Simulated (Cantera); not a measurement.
A Cantera script and what it prints.

```python
import numpy as np
import cantera as ct

gas_names = """
    Cu CuF CuF2 Cu2 F F2 N NF NF2 NF3 N2
""".split()
cond_names = """
    Cu(cr) Cu(L) CuF2(s) CuF2(L)
""".split()


# ... load() reads the species with a 1 bar reference pressure and builds the phases ...
atoms = {
    'Cu': {'Cu': 1},
    'F2': {'F': 2},
    'N2': {'N': 2},
}
top_T = {}  # K; cautious upper limits of use, not melting points


# ... equilibrate(T, P, feed) seeds the gas with the atoms and calls Mixture.equilibrate('TP', solver="vcs", rtol=1e-11, max_steps=5000) ...
results = []
P = 10000  # Pa
for T in [1023, 1073, 1123, 1173, 1223, 1273, 1323, 1373, 1423, 1473, 1523]:
    for m in [1.8, 2.3, 3, 3.9, 5.1, 6.7, 8.8, 11, 15, 20, 26, 34, 44]:
        feed = {'Cu': 1, 'F2': 1, 'N2': m}  # mol
        mix = equilibrate(T, P, feed)
        results.append((T, P, feed, dict(zip(mix.species_names, mix.species_moles))))

for T, P, feed, n in results:
    print(f"{T:7g} {feed['N2']:10.4g}  " + (" + ".join(c for c in cond_names if n.get(c, 0) > 1e-12) or "gas only"))
```

It prints:

```
   1023        1.8  CuF2(s)
   1023        2.3  CuF2(s)
   1023          3  CuF2(s)
   1023        3.9  CuF2(s)
   1023        5.1  CuF2(s)
   1023        6.7  CuF2(s)
   1023        8.8  CuF2(s)
   1023         11  CuF2(s)
   1023         15  CuF2(s)
   1023         20  CuF2(s)
   1023         26  CuF2(s)
   1023         34  CuF2(s)
   1023         44  CuF2(s)
   1073        1.8  CuF2(s)
   1073        2.3  CuF2(s)
   1073          3  CuF2(s)
   1073        3.9  CuF2(s)
   1073        5.1  CuF2(s)
   1073        6.7  CuF2(s)
   1073        8.8  CuF2(s)
   1073         11  CuF2(s)
   1073         15  CuF2(s)
   1073         20  CuF2(s)
   1073         26  CuF2(s)
   1073         34  CuF2(s)
   1073         44  CuF2(s)
   1123        1.8  CuF2(L)
   1123        2.3  CuF2(L)
   1123          3  CuF2(L)
   1123        3.9  CuF2(L)
   1123        5.1  CuF2(L)
   1123        6.7  CuF2(L)
   1123        8.8  CuF2(L)
   1123         11  CuF2(L)
   1123         15  CuF2(L)
   1123         20  CuF2(L)
   1123         26  CuF2(L)
   1123         34  CuF2(L)
   1123         44  CuF2(L)
   1173        1.8  CuF2(L)
   1173        2.3  CuF2(L)
   1173          3  CuF2(L)
   1173        3.9  CuF2(L)
   1173        5.1  CuF2(L)
   1173        6.7  CuF2(L)
   1173        8.8  CuF2(L)
   1173         11  CuF2(L)
   1173         15  CuF2(L)
   1173         20  CuF2(L)
   1173         26  CuF2(L)
   1173         34  CuF2(L)
   1173         44  CuF2(L)
   1223        1.8  CuF2(L)
   1223        2.3  CuF2(L)
   1223          3  CuF2(L)
   1223        3.9  CuF2(L)
   1223        5.1  CuF2(L)
   1223        6.7  CuF2(L)
   1223        8.8  CuF2(L)
   1223         11  CuF2(L)
   1223         15  CuF2(L)
   1223         20  CuF2(L)
   1223         26  CuF2(L)
   1223         34  CuF2(L)
   1223         44  CuF2(L)
   1273        1.8  CuF2(L)
   1273        2.3  CuF2(L)
   1273          3  CuF2(L)
   1273        3.9  CuF2(L)
   1273        5.1  CuF2(L)
   1273        6.7  CuF2(L)
   1273        8.8  CuF2(L)
   1273         11  CuF2(L)
   1273         15  CuF2(L)
   1273         20  CuF2(L)
   1273         26  CuF2(L)
   1273         34  gas only
   1273         44  gas only
   1323        1.8  CuF2(L)
   1323        2.3  CuF2(L)
   1323          3  CuF2(L)
   1323        3.9  CuF2(L)
   1323        5.1  CuF2(L)
   1323        6.7  CuF2(L)
   1323        8.8  CuF2(L)
   1323         11  CuF2(L)
   1323         15  gas only
   1323         20  gas only
   1323         26  gas only
   1323         34  gas only
   1323         44  gas only
   1373        1.8  CuF2(L)
   1373        2.3  CuF2(L)
   1373          3  CuF2(L)
   1373        3.9  CuF2(L)
   1373        5.1  CuF2(L)
   1373        6.7  CuF2(L)
   1373        8.8  gas only
   1373         11  gas only
   1373         15  gas only
   1373         20  gas only
   1373         26  gas only
   1373         34  gas only
   1373         44  gas only
   1423        1.8  CuF2(L)
   1423        2.3  CuF2(L)
   1423          3  CuF2(L)
   1423        3.9  gas only
   1423        5.1  gas only
   1423        6.7  gas only
   1423        8.8  gas only
   1423         11  gas only
   1423         15  gas only
   1423         20  gas only
   1423         26  gas only
   1423         34  gas only
   1423         44  gas only
   1473        1.8  CuF2(L)
   1473        2.3  gas only
   1473          3  gas only
   1473        3.9  gas only
   1473        5.1  gas only
   1473        6.7  gas only
   1473        8.8  gas only
   1473         11  gas only
   1473         15  gas only
   1473         20  gas only
   1473         26  gas only
   1473         34  gas only
   1473         44  gas only
   1523        1.8  gas only
   1523        2.3  gas only
   1523          3  gas only
   1523        3.9  gas only
   1523        5.1  gas only
   1523        6.7  gas only
   1523        8.8  gas only
   1523         11  gas only
   1523         15  gas only
   1523         20  gas only
   1523         26  gas only
   1523         34  gas only
   1523         44  gas only
```

Cantera equilibrium calculation (NASA polynomials, part measured and part estimated; ideal gas, pure solids and liquids).
